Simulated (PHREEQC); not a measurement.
# Metal-bearing waste water: an equilibrium model

Make-up at 20 °C: 0.022 mol/kgw Pb(NO3)2, 0.0052 mol/kgw ZnCl2, 0.00063 mol/kgw HCl and 0.00045 mol/kgw NaCl. Closed to the air; pH follows from the charge balance.

Computed with PHREEQC (ion-association model, phreeqc.dat).

No solid was allowed to form.

Question: What pH, density, ionic strength does the model give?

Answer: pH 3.28; density 1.005 g/cm³; ionic strength 0.0706 mol/kgw.

Question: In which forms is Pb present?

Answer: Pb+2 73 %, PbNO3+ 17 %, PbCl+ 9.7 % of the Pb.

Complexes and solids missing from the database can't appear.
